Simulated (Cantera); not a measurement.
Charge: 1 mol Si3N4, 15 mol H2O, 35 mol H2, 11 mol NF3, held at 1375 K and 133 Pa.

Cantera equilibrium calculation (NASA polynomials, part measured and part estimated; ideal gas, pure solids and liquids). Candidate condensed phases: H2O, Si, SiO2, Si2N2O, Si3N4; 58 gas species. The tables hold silica as quartz up to 1696 K and as liquid above; real silica turns to tridymite and cristobalite and melts near 1996 K. Rates play no part.

Base state: HF 0.444, H2 0.331, H2O 0.123, N2 0.101, SiF4 0.000447, H 5.40e-5 (mole fractions); condensed: SiO2(β-quartz).

### Question
What changes in the equilibrium state with this change: temperature from 1375 K to 1675 K?

### Answer
| species | before | after |
|---|---|---|
| HF | 0.444 | 0.445 |
| H2 | 0.331 | 0.329 |
| H2O | 0.123 | 0.122 |
| H | 5.40e-5 | 0.00183 |
| N2 | 0.101 | 0.101 |
| SiO | 6.66e-8 | 0.000318 |
| OH | 3.60e-7 | 3.27e-5 |
| SiF4 | 0.000447 | 8.14e-5 |
| SiO2(β-quartz), mol | 2.97 | 2.97 |

### Question
What changes in the equilibrium state with this change: NF3 from 11 to 6.2 mol?

### Answer
```
species                before    after
-------------------  --------  -------
H2                      0.331    0.492
HF                      0.444    0.289
H2O                     0.123    0.140
N2                      0.101   0.0792
SiF4                 0.000447  6.11e-5
H                     5.40e-5  6.58e-5
SiO2(β-quartz), mol      2.97     3.00
```

### Question
What changes in the equilibrium state with this change: temperature from 1375 K to 898 K?

### Answer
| species | before | after |
|---|---|---|
| HF | 0.444 | 0.376 |
| H2 | 0.331 | 0.338 |
| H2O | 0.123 | 0.164 |
| SiF4 | 0.000447 | 0.0198 |
| N2 | 0.101 | 0.103 |
| H | 5.40e-5 | 1.74e-9 |
| SiO2(β-quartz), mol | 2.97 | 1.57 |
